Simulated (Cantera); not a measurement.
A freely propagating, adiabatic, planar premixed flame of CH4 : O2 : N2 = 1 : 2.44 : 12 (molar parts), equivalence ratio 0.82, unburnt at 300 K and 0.987 atm; mixture-averaged transport, grid criteria slope 0.08 and curve 0.16, no radiation.

Cantera simulation using GRI-Mech 3.0 (53 species, 325 reactions); the numbers are that mechanism's predictions, not measurements. Burning velocities carry a grid error of a few per cent, more on coarse grids.

x: mole fraction of selected species; z is measured from the peak of heat release.

```json
[
 {"z (mm)": "-2.72", "T (K)": "300", "u (m/s)": "0.136", "x CH4": "0.0647", "x O2": "0.158", "x N2O": "<1e-8", "x NO": "<1e-8", "x CH2": "<1e-8", "x NO2": "<1e-8"},
 {"z (mm)": "-1.82", "T (K)": "304", "u (m/s)": "0.138", "x CH4": "0.0645", "x O2": "0.158", "x N2O": "<1e-8", "x NO": "<1e-8", "x CH2": "<1e-8", "x NO2": "<1e-8"},
 {"z (mm)": "-1.36", "T (K)": "319", "u (m/s)": "0.145", "x CH4": "0.0636", "x O2": "0.157", "x N2O": "<1e-8", "x NO": "<1e-8", "x CH2": "<1e-8", "x NO2": "1.60e-8"},
 {"z (mm)": "-0.908", "T (K)": "(withheld)", "u (m/s)": "0.189", "x CH4": "0.0586", "x O2": "0.150", "x N2O": "<1e-8", "x NO": "2.83e-8", "x CH2": "<1e-8", "x NO2": "1.32e-7"},
 {"z (mm)": "-0.454", "T (K)": "(withheld)", "u (m/s)": "0.371", "x CH4": "0.0384", "x O2": "0.118", "x N2O": "3.32e-8", "x NO": "6.30e-7", "x CH2": "<1e-8", "x NO2": "2.96e-7"},
 {"z (mm)": "-0.227", "T (K)": "(withheld)", "u (m/s)": "0.528", "x CH4": "0.0203", "x O2": "0.0870", "x N2O": "7.16e-8", "x NO": "1.62e-6", "x CH2": "2.92e-7", "x NO2": "6.73e-8"},
 {"z (mm)": "0", "T (K)": "1475", "u (m/s)": "0.678", "x CH4": "0.00359", "x O2": "0.0527", "x N2O": "1.34e-7", "x NO": "2.81e-6", "x CH2": "7.23e-6", "x NO2": "<1e-8"},
 {"z (mm)": "0.227", "T (K)": "1600", "u (m/s)": "0.732", "x CH4": "9.08e-5", "x O2": "0.0375", "x N2O": "2.12e-7", "x NO": "4.03e-6", "x CH2": "6.91e-7", "x NO2": "<1e-8"},
 {"z (mm)": "0.454", "T (K)": "1650", "u (m/s)": "0.753", "x CH4": "1.39e-6", "x O2": "0.0336", "x N2O": "2.58e-7", "x NO": "4.73e-6", "x CH2": "1.43e-8", "x NO2": "<1e-8"},
 {"z (mm)": "0.908", "T (K)": "1703", "u (m/s)": "0.775", "x CH4": "<1e-8", "x O2": "0.0311", "x N2O": "3.08e-7", "x NO": "5.45e-6", "x CH2": "<1e-8", "x NO2": "<1e-8"},
 {"z (mm)": "1.82", "T (K)": "1743", "u (m/s)": "0.791", "x CH4": "<1e-8", "x O2": "0.0296", "x N2O": "3.70e-7", "x NO": "6.06e-6", "x CH2": "<1e-8", "x NO2": "<1e-8"},
 {"z (mm)": "3.63", "T (K)": "1764", "u (m/s)": "0.800", "x CH4": "<1e-8", "x O2": "0.0290", "x N2O": "3.61e-7", "x NO": "6.47e-6", "x CH2": "<1e-8", "x NO2": "<1e-8"},
 {"z (mm)": "7.26", "T (K)": "1771", "u (m/s)": "0.803", "x CH4": "<1e-8", "x O2": "0.0288", "x N2O": "2.09e-7", "x NO": "6.69e-6", "x CH2": "<1e-8", "x NO2": "<1e-8"}
]
```

Question: Some entries are withheld; supply them.

Answer: 
- -0.908, T (K): 415
- -0.454, T (K): 809
- -0.227, T (K): 1148
